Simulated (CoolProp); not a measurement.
Vapour-liquid equilibrium of methanol (1) + ethylbenzene (2) at 357.6 K; x and y are mole fractions of (1).

Values from CoolProp's multi-fluid Helmholtz-energy mixture model, de Reuck 1993 and Zhou 2012; pair parameters Bell 2016.

Problem. Give the bubble pressure and the first vapour's composition at x = 0.25, 0.55, 0.75. Is there an azeotrope?

Solution. x = 0.25: 0.1575 MPa, y = 0.883; x = 0.55: 0.1799 MPa, y = 0.904; x = 0.75: 0.1899 MPa, y = 0.920. No azeotrope shows between x = 0.05 and 0.95.

The pair parameters rest on a limited set of measurements; away from them the model extrapolates. With so large a gap from Raoult's law the liquid may split in two, which this calculation doesn't test in full.
